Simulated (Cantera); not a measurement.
A Cantera script and its output.

```python
import numpy as np
import cantera as ct

gas = ct.Solution("gri30.yaml")
gas.TPX = 1048, 500000, {'CO': 0.0013, 'O2': 0.036, 'H2O': 0.0017, 'N2': 1, 'CH4': 0.015}
reactor = ct.IdealGasConstPressureReactor(gas, energy="off", clone=False)
net = ct.ReactorNet([reactor])
net.rtol, net.atol = 1e-08, 1e-18
show = ['CO', 'O2', 'H2O', 'N2O', 'H2O2', 'O', 'CO2']
times = np.geomspace(1e-06, 50, 15)

steps = ct.SolutionArray(gas, extra=["t"])
rows = []
print(f"{'t/s':>10s}{'T/K':>9s}{'P/Pa':>11s}" + "".join(f"{s:>11s}" for s in show))
for t in times:
    while net.time < t:
        t_next = net.step()
        steps.append(gas.state, t=t_next)
    rows.append([np.interp(t, steps.t, y) for y in (steps.T, steps.P, *steps(*show).X.T)])
    print(f"{t:10.3e}{rows[-1][0]:9.1f}{rows[-1][1]:11.4g}" + "".join(f"{x:11.3e}" for x in rows[-1][2:]))
rate = np.gradient(steps.T, steps.t)
print("integrator steps:", len(steps.t))
if steps.T.max() > steps.T[0] + 200:
    print(f"time of steepest temperature rise: {steps.t[rate.argmax()]:.4e} s")
gas.TPX = 1048, 500000, {'CO': 0.0013, 'O2': 0.036, 'H2O': 0.0017, 'N2': 1, 'CH4': 0.015}
gas.equilibrate("TP")
print(f"equilibrium (TP): T = {gas.T:.1f} K  " + "  ".join(f"{s} {gas[s].X[0]:.3e}" for s in show))
```

It prints:

```
       t/s      T/K       P/Pa         CO         O2        H2O        N2O       H2O2          O        CO2
 1.000e-06   1048.0      5e+05  1.233e-03  3.416e-02  1.613e-03  1.125e-18  1.888e-16  5.230e-13  6.514e-13
 3.548e-06   1048.0      5e+05  1.233e-03  3.416e-02  1.613e-03  9.676e-18  2.373e-15  1.148e-12  2.323e-12
 1.258e-05   1048.0      5e+05  1.233e-03  3.416e-02  1.613e-03  5.615e-17  2.975e-14  1.435e-12  8.318e-12
 4.465e-05   1048.0      5e+05  1.233e-03  3.416e-02  1.613e-03  2.390e-16  3.692e-13  1.454e-12  2.997e-11
 1.584e-04   1048.0      5e+05  1.233e-03  3.416e-02  1.613e-03  1.014e-15  4.410e-12  1.508e-12  1.113e-10
 5.619e-04   1048.0      5e+05  1.233e-03  3.416e-02  1.613e-03  5.316e-15  4.637e-11  1.711e-12  4.557e-10
 1.993e-03   1048.0      5e+05  1.233e-03  3.416e-02  1.613e-03  3.849e-14  3.351e-10  2.627e-12  2.311e-09
 7.071e-03   1048.0      5e+05  1.233e-03  3.416e-02  1.613e-03  3.360e-13  1.150e-09  7.622e-12  1.473e-08
 2.508e-02   1048.0      5e+05  1.233e-03  3.415e-02  1.614e-03  2.527e-12  1.982e-09  1.626e-11  9.043e-08
 8.899e-02   1048.0      5e+05  1.233e-03  3.415e-02  1.619e-03  1.520e-11  4.200e-09  2.437e-11  5.156e-07
 3.157e-01   1048.0      5e+05  1.238e-03  3.410e-02  1.675e-03  1.501e-10  2.755e-08  9.921e-11  4.976e-06
 1.120e+00   1048.0      5e+05  3.661e-03  6.925e-03  2.998e-02  1.958e-07  7.092e-07  6.255e-08  1.178e-02
 3.973e+00   1048.0      5e+05  2.695e-04  5.214e-03  3.009e-02  3.137e-07  2.108e-08  2.411e-09  1.520e-02
 1.409e+01   1048.0      5e+05  2.019e-05  5.089e-03  3.009e-02  2.134e-07  4.961e-10  1.125e-10  1.545e-02
 5.000e+01   1048.0      5e+05  9.609e-08  5.079e-03  3.009e-02  4.096e-08  4.428e-12  3.875e-12  1.547e-02
integrator steps: 2939
equilibrium (TP): T = 1048.0 K  CO 2.823e-11  O2 5.074e-03  H2O 3.009e-02  N2O 1.711e-09  H2O2 2.428e-11  O 2.029e-11  CO2 1.547e-02
```

Cantera simulation using GRI-Mech 3.0 (53 species, 325 reactions); the numbers are that mechanism's predictions, not measurements. The temperature is held fixed by assumption; the heat of reaction is taken as removed at once.
